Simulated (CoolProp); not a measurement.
Vapour pressure (MPa) of water: the reference equation beside estimates from Tc = 373.9 °C, pc = 22.06 MPa, ω = 0.344. Clausius-Clapeyron is anchored at 253.65 °C with a constant enthalpy of vaporisation of 30.55 kJ/mol.

Values from CoolProp's reference Helmholtz-energy equation of state, Wagner 2002.

```
T (°C)  reference  Lee-Kesler  Clausius-Clapeyron  van der Waals  Redlich-Kwong  Soave-Redlich-Kwong  Peng-Robinson
------  ---------  ----------  ------------------  -------------  -------------  -------------------  -------------
244.15      3.598       3.669               3.719          8.430          5.398                3.686          3.640
248.85      3.900       3.977               3.964          8.789          5.755                3.999          3.947
253.65      4.227       4.311               4.227          9.166          6.136                4.338          4.281
258.35          ?       4.657               4.496          9.544          6.526                4.691          4.628
263.15      4.937       5.032               4.783          9.941          6.940                5.072          5.004
267.85      5.320       5.421               5.076          10.34          7.364                5.469          5.395
272.55      5.726       5.831               5.382          10.75          7.804                5.887          5.808
277.35      6.164       6.274                   ?          11.17          8.272                6.339          6.254
282.05      6.617       6.731                   ?          11.60          8.748                    ?          6.715
286.85      7.106       7.224                   ?          12.05          9.253                7.309          7.212
291.55      7.611       7.731               6.751          12.50          9.766                7.828          7.726
296.35      8.155       8.277               7.132          12.97          10.31                8.385          8.278
301.05      8.716       8.840               7.518          13.43          10.86                8.959          8.848
```

Question: What belongs in the gaps?

Answer: 
- 258.35, reference: 4.568
- 277.35, Clausius-Clapeyron: 5.708
- 282.05, Clausius-Clapeyron: 6.040
- 282.05, Soave-Redlich-Kwong: 6.806
- 286.85, Clausius-Clapeyron: 6.392

Absolute difference from the reference over all 13 rows, mean and median: Lee-Kesler 1.8 and 1.8 %, Clausius-Clapeyron 6.5 and 6.0 %, van der Waals 90.2 and 87.7 %, Redlich-Kwong 36.7 and 36.3 %, Soave-Redlich-Kwong 2.7 and 2.8 %, Peng-Robinson 1.4 and 1.4 %.
